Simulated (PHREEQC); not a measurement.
Make-up at 60 °C: 0.05 mol/kgw Cu(NO3)2, 0.2 mol/kgw HCl and 0.12 mol/kgw Fe(NO3)3. Closed to the air; pH follows from the charge balance.

Equilibrium calculation in PHREEQC: ion-association model, phreeqc.dat.

Precipitation was switched off in this run.

Task: Estimate the pH.

Result: pH 0.82.

Task: In which forms is Cu present?

Result: Cu+2 78 %, CuCl+ 21 %, CuCl2 0.5 % of the Cu.

Saturation is exceeded, for instance for Hematite (slow to form), Goethite (slow to form); the values hold only as long as no solid forms. The ionic strength is past about 0.7 mol/kgw, beyond the range of this activity model, so the values are rough. Species that the database lacks are ignored. Constants without temperature data keep their 25 °C values here.
